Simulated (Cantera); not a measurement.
Hydrogen reduction and annealing atmospheres: Ta₂O₅ + H₂

Input: 1 mol Ta₂O₅, 6.5 mol H₂, held at 1675 °C and 1.33 mbar.

These are equilibrium values from Cantera (NASA tables, ideal gas, pure condensed phases), not measurements of a reactor. Candidate condensed phases: H₂O, Ta, Ta₂O₅; 12 gas species. Mutual solubility and eutectic melting of coexisting phases are not modelled. Condensed phases not in the tables: N, O or C dissolved in the metal. The numbers say what is thermodynamically allowed, not how fast it happens.

```
Property           Value
-----------  -----------
x(H₂)              0.968
x(H)              0.0305
x(H₂O)           0.00140
x(TaO₂)         0.000312
x(TaO)           6.00e-5
x(OH)            4.00e-6
n(Ta(s))     0.00307 mol
n(Ta₂O₅(s))    0.997 mol
gas amount     6.603 mol
```
